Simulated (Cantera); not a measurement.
A perfectly stirred reactor is fed with 1.97 % CH4, 1.81 % C2H6, 2.56 % C3H8, 19.3 % O2, 72.4 % N2, 1.97 % H2O, at 1.00 bar; it is adiabatic with a 675 K inlet, and is followed from long to short residence time, starting on the burning branch (τ in s: 0.17, 0.048, 0.014, 0.004, 0.0012, 0.00033, 9.6e-05, 2.8e-05, 8.1e-06).

Detailed kinetics in Cantera: GRI-Mech 3.0 (53 species, 325 reactions). GRI-Mech 3.0 was tuned for natural gas; its chemistry of propane as a main component is partial and can be far from experiment.

One state of this run: T (K) = 2093; x CH4 = 0.000217; x C2H6 = 3.30e-5; x C3H8 = 3.38e-5; x C2H4 = 8.96e-5; x O = 0.00259. x: mole fraction; the columns are a selection and need not sum to one.

Q: Which value of τ (s) does it belong to?
(A) 0.0012
(B) 0.00033
(C) 9.6e-5
(D) 0.014

A: C, 9.6e-5
